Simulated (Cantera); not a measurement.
A perfectly stirred reactor is fed with 22.7 % H₂, 16.2 % O₂, 61.1 % N₂, equivalence ratio 0.70, at 101000 Pa; it is adiabatic with a 498 K inlet, and is followed from long to short residence time, starting on the burning branch (τ in s: 0.031, 0.013, 0.0057, 0.0024, 0.001, 0.00045, 0.00019, 8.3e-05, 3.6e-05).

Computed with Cantera and the H2/O2 subset of GRI-Mech 3.0, which has no nitrogen chemistry.

Predict: blow-out, bracketed by the residence times tried; x(H₂) at τ = 31.0 ms; x(O₂) at τ = 31.0 ms; x(H) at τ = 31.0 ms; x(H₂O₂) at τ = 31.0 ms; x(OH) at τ = 31.0 ms; x(H₂) at τ = 1.00 ms; x(O₂) at τ = 1.00 ms; x(H) at τ = 1.00 ms; x(H₂O₂) at τ = 1.00 ms; x(OH) at τ = 1.00 ms.


```
Item                                                                              Result
------------------------------------------------  --------------------------------------
blow-out, bracketed by the residence times tried  burning at 36.0 µs, the shortest tried
x(H₂) at τ = 31.0 ms                                                             0.00155
x(O₂) at τ = 31.0 ms                                                              0.0537
x(H) at τ = 31.0 ms                                                             0.000276
x(H₂O₂) at τ = 31.0 ms                                                           1.88e-7
x(OH) at τ = 31.0 ms                                                             0.00590
x(H₂) at τ = 1.00 ms                                                             0.00874
x(O₂) at τ = 1.00 ms                                                              0.0543
x(H) at τ = 1.00 ms                                                              0.00413
x(H₂O₂) at τ = 1.00 ms                                                           4.04e-7
x(OH) at τ = 1.00 ms                                                              0.0121
```
